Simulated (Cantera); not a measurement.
## Diamond growth

A diamond (100) surface in a fixed gas of H2 with x(CH4) = 0.018, x(H) = 0.018, at 1298 K, 15000 Pa; coverages are run to steady state.

Detailed kinetics in Cantera: the Harris–Goodwin 1993 mechanism for the reconstructed diamond (100) surface.

```
x(CH3)   growth (µm/h)  θ c6HH  θ c6H*  θ c6*H  θ c6**    θ c6HM
-------  -------------  ------  ------  ------  ------  --------
1e-06            0.103   0.379  0.0496   0.525  0.0463   4.56e-6
2.3e-06          0.237   0.379  0.0496   0.525  0.0463   1.05e-5
5.4e-06          0.556   0.379  0.0496   0.525  0.0463   2.46e-5
1.2e-05           1.24   0.379  0.0496   0.525  0.0463   5.47e-5
2.9e-05           2.98   0.379  0.0496   0.525  0.0462  0.000132
6.7e-05           6.89   0.379  0.0496   0.525  0.0462  0.000305
0.00016           16.4   0.378  0.0495   0.525  0.0461  0.000728
0.00036           36.8   0.378  0.0494   0.524  0.0459   0.00163
0.00083           84.3   0.377  0.0492   0.521  0.0454   0.00374
```
θ: site fractions in the mechanism's names (c6HH fully hydrogenated, c6H* and c6*H radical sites, c6** diradical, c6HM methylated).
